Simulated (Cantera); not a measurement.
# Stirred combustor or abatement burner

A perfectly stirred reactor is fed with 12.2 % CO, 7.55 % H2, 0.925 % CH4, 16.3 % O2, 61.1 % N2, 1.95 % H2O, at 19.0 bar; it is adiabatic with a 373 K inlet, and is followed from long to short residence time, starting on the burning branch (τ in s: 0.045, 0.02, 0.0086, 0.0038, 0.0017, 0.00072, 0.00032, 0.00014, 6e-05, 2.6e-05, 1.2e-05).

Computed with Cantera and GRI-Mech 3.0 (53 species, 325 reactions). The pressure lies above the range GRI-Mech 3.0 was tuned for (to about 10 atm).

| τ (s) | T (K) | x CO | x H2 | x CH4 | x N2O | x CH2 |
|---|---|---|---|---|---|---|
| 0.045 | 2121 | 0.000582 | 9.52e-5 | 1.73e-7 | 1.09e-6 | 1.23e-9 |
| 0.020 | 2121 | 0.000670 | 0.000104 | 3.77e-7 | 1.13e-6 | 2.75e-9 |
| 0.0086 | 2120 | 0.000863 | 0.000123 | 8.30e-7 | 1.22e-6 | 6.32e-9 |
| 0.0038 | 2117 | 0.00124 | 0.000161 | 1.71e-6 | 1.40e-6 | 1.39e-8 |
| 0.0017 | 2111 | 0.00196 | 0.000232 | 3.30e-6 | 1.70e-6 | 2.95e-8 |
| 0.00072 | 2099 | 0.00335 | 0.000370 | 6.34e-6 | 2.18e-6 | 6.36e-8 |
| 0.00032 | 2080 | 0.00562 | 0.000592 | 1.14e-5 | 2.67e-6 | 1.26e-7 |
| 0.00014 | 2048 | 0.00952 | 0.000958 | 2.11e-5 | 2.97e-6 | 2.39e-7 |
| 6.0e-5 | 1992 | 0.0164 | 0.00156 | 4.18e-5 | 2.92e-6 | 4.34e-7 |
| 2.6e-5 | 1888 | 0.0300 | 0.00260 | 0.000100 | 2.53e-6 | 7.12e-7 |
| 1.2e-5 | 373 | 0.122 | 0.0755 | 0.00925 | <1e-12 | <1e-12 |
x: mole fraction; the columns are a selection and need not sum to one.
